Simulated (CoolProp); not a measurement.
A closed Brayton cycle with carbon dioxide: compressor inlet 321.15 K and 8.2 MPa, high pressure 19.1 MPa, turbine inlet 825 K, compressor efficiency 0.89, turbine efficiency 0.93, recuperator effectiveness 0 (on enthalpy, no pinch check). Each further row changes one setting.

Computed with CoolProp (reference Helmholtz-energy equation of state, Span 1996).

| case | thermal efficiency (%) | net work (kJ/kg) | compressor to turbine work | compressor exit (K) | turbine exit (K) |
|---|---|---|---|---|---|
| as stated | ___ | 77.8 | 0.33 | 388.3 | 720.5 |
| turbine inlet 775 K | ___ | 69.9 | ___ | 388.3 | ___ |
| compressor inlet 331.15 K | ___ | ___ | ___ | 404.1 | 720.5 |
| high pressure 16.2 MPa | 11.1 | 65.0 | 0.31 | 375.0 | 740.3 |
| recuperator effectiveness 0.5 | ___ | 77.8 | 0.33 | 388.3 | 720.5 |

Problem. Some entries are withheld; supply them.

Solution. 
- as stated, thermal efficiency (%): 13.6
- turbine inlet 775 K, thermal efficiency (%): 13.7
- turbine inlet 775 K, compressor to turbine work: 0.35
- turbine inlet 775 K, turbine exit (K): 674.4
- compressor inlet 331.15 K, thermal efficiency (%): 13.3
- compressor inlet 331.15 K, net work (kJ/kg): 72.1
- compressor inlet 331.15 K, compressor to turbine work: 0.38
- recuperator effectiveness 0.5, thermal efficiency (%): 20.4
